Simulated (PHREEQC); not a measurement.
A solution holds 23 mmol/kgw H2SO4, 17 mmol/kgw FeSO4 and 130 mmol/kgw MnSO4, at 25 °C. Closed to the air; pH follows from the charge balance.

Model: ion-association model, phreeqc.dat, run in PHREEQC.

```
quantity                  before    after
------------------------  ------  -------
pH                          1.91     2.37
ionic strength (mol/kgw)   0.330   0.0804
SO4-2 (mol/kgw)           0.0737   0.0192
Mn+2 (mol/kgw)            0.0711   0.0165
MnSO4 (mol/kgw)           0.0589  0.00946
HSO4- (mol/kgw)           0.0293  0.00403
```

Question: What was changed between the two runs?
A. temperature from 25 to 50 °C
B. FeSO4 left out
C. H2SO4 from 0.023 to 0.0023 mol/kgw
D. MnSO4 from 0.13 to 0.065 mol/kgw
E. diluted 5-fold with water

Answer: E, diluted 5-fold with water

This is a speciation only: nothing precipitates in the calculation.
